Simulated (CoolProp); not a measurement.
A single-stage vapour-compression cycle with the fluid: evaporating at 241.15 K (dew point), condensing at 286.15 K (bubble point), superheat 2 K, subcooling 0 K, compressor efficiency 0.65, no pressure losses. The same conditions are run with several fluids, on thermodynamics alone (safety and materials aside).

Model: reference Helmholtz-energy equation of state of each fluid (cis-2-butene: Lemmon 2005; ethane: Bücker 2006; R125: Lemmon 2005; R13: Platzer 1990; nitrous oxide: Lemmon 2006; R134a: Tillner-Roth 1994), in CoolProp. The equations of Platzer and Polt are older, rougher fits.

```json
[
 {"fluid": "cis-2-butene", "cooling COP": "3.01", "pressure ratio": "6.98", "discharge temperature (K)": "329.7", "refrigerating effect (kJ/kg)": "[?]", "volumetric capacity (kJ/m³)": "204"},
 {"fluid": "ethane", "cooling COP": "2.30", "pressure ratio": "3.22", "discharge temperature (K)": "324.3", "refrigerating effect (kJ/kg)": "249", "volumetric capacity (kJ/m³)": "4420"},
 {"fluid": "R125", "cooling COP": "2.62", "pressure ratio": "4.72", "discharge temperature (K)": "305.0", "refrigerating effect (kJ/kg)": "101", "volumetric capacity (kJ/m³)": "1360"},
 {"fluid": "R13", "cooling COP": "2.17", "pressure ratio": "[?]", "discharge temperature (K)": "313.0", "refrigerating effect (kJ/kg)": "68.3", "volumetric capacity (kJ/m³)": "3330"},
 {"fluid": "nitrous oxide", "cooling COP": "[?]", "pressure ratio": "3.48", "discharge temperature (K)": "[?]", "refrigerating effect (kJ/kg)": "[?]", "volumetric capacity (kJ/m³)": "6450"},
 {"fluid": "R134a", "cooling COP": "[?]", "pressure ratio": "5.97", "discharge temperature (K)": "319.5", "refrigerating effect (kJ/kg)": "163", "volumetric capacity (kJ/m³)": "653"}
]
```

**Question.** Fill in the missing entries.

**Answer.** 
- cis-2-butene, refrigerating effect (kJ/kg): 354
- R13, pressure ratio: 3.43
- nitrous oxide, cooling COP: 2.40
- nitrous oxide, discharge temperature (K): 353.4
- nitrous oxide, refrigerating effect (kJ/kg): 205
- R134a, cooling COP: 2.87
